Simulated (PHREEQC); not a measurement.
PHREEQC input (ion-association model, phreeqc.dat):

```
SOLUTION_SPECIES
  CO3-2 + 10 H+ + 8 e- = CH4 + 3 H2O  # shut off: no methane
    -log_k -100
    -delta_h 0
    -analytic -100
SOLUTION 1
  temp 25
  units mol/kgw
  pH 7 charge
  Cl 0.016
  K 0.016
END
SELECTED_OUTPUT 1
  -reset false
  -pH true
  -pe true
  -ionic_strength true
  -water true
  -totals C Cl K C(-4) C(4) Sg
  -molalities H+ K+ Cl- CO3-2 OH- HCO3- CO2 (CO2)2
  -saturation_indices Sylvite
USER_PUNCH 1
  -headings p_CO2(g) phi_CO2(g) p_H2Sg(g) phi_H2Sg(g) p_H2O(g) phi_H2O(g) density
  10 PUNCH PR_P("CO2(g)"), PR_PHI("CO2(g)"), PR_P("H2Sg(g)"), PR_PHI("H2Sg(g)"), PR_P("H2O(g)"), PR_PHI("H2O(g)"), RHO
PRINT
  -reset false
USE solution 1
REACTION_TEMPERATURE 1
  50
GAS_PHASE 1
  -fixed_pressure
  -pressure 1
  -temperature 50
  -volume 20
  CO2(g) 0.61
  H2Sg(g) 0.39
  H2O(g) 0
END
# ... the last block is repeated for the other 6 points of P (atm)
```

Selected output (columns that matter, 7 of 7 rows; P (atm) added in front):

```
P (atm)	pH	mu	C	Cl	K	Sg	si_Sylvite	p_CO2(g)	phi_CO2(g)	p_H2Sg(g)	phi_H2Sg(g)	p_H2O(g)	phi_H2O(g)	density
1	4.0146	0.016138	0.010571	0.016029	0.016029	0.018222	-4.7229	0.54377	0.99581	0.33389	0.99371	0.12234	0.99113	0.98885
2	3.8509	0.016186	0.022472	0.016028	0.016028	0.038579	-4.7233	1.1637	0.9915	0.71299	0.98735	0.12332	0.98335	0.98898
3	3.7595	0.016223	0.034246	0.016028	0.016028	0.058626	-4.7236	1.7833	0.98722	1.0923	0.98104	0.12432	0.97561	0.98912
5	3.6475	0.01628	0.057428	0.016028	0.016028	0.097813	-4.724	3.0217	0.97873	1.8519	0.96848	0.12635	0.9602	0.98937
7.5	3.5609	0.016337	0.085729	0.016029	0.016029	0.14512	-4.7245	4.568	0.96819	2.803	0.95288	0.12898	0.94106	0.98969
10	3.5008	0.016383	0.11329	0.01603	0.01603	0.1906	-4.725	6.1124	0.95772	3.7559	0.93738	0.1317	0.92203	0.99
15	3.4185	0.016459	0.16622	0.016032	0.016032	0.27616	-4.7258	9.1959	0.93702	5.6667	0.90666	0.13747	0.8843	0.99061
```

Constants without temperature data keep their 25 °C values here.
